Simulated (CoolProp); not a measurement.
Properties of water along the isotherm 132.45 °C (Tc = 373.9 °C, pc = 22.06 MPa, ω = 0.344).

Computed with CoolProp (reference Helmholtz-energy equation of state, Wagner 2002).

```
p (MPa)   phase  density (kg/m³)  isothermal compressibility (1/MPa)  viscosity (µPa s)  conductivity (mW/(m K))
-------  ------  ---------------  ----------------------------------  -----------------  -----------------------
2.21     liquid            933.7                           0.0005593                209                      684
4.41     liquid            934.9                           0.0005542                210                      686
6.62     liquid            936.0                           0.0005492                210                      687
8.83     liquid            937.2                           0.0005443                211                      688
11       liquid            938.3                           0.0005396                211                      690
13.2     liquid            939.4                           0.0005349                212                      691
15.4     liquid            940.5                           0.0005303                213                      692
17.7     liquid            941.6                           0.0005256                213                      694
19.9     liquid            942.7                           0.0005212                214                      695
22.1     liquid            943.8                           0.0005169                214                      697
24.3     liquid            944.9                           0.0005127                215                      698
26.5     liquid            945.9                           0.0005086                215                      699
28.7     liquid            947.0                           0.0005045                216                      701
30.9     liquid            948.0                           0.0005005                217                      702
33.1     liquid            949.1                           0.0004966                217                      703
```

Viscosity comes from a separate model (Huber 2009). Thermal conductivity comes from a separate model (Huber 2012).
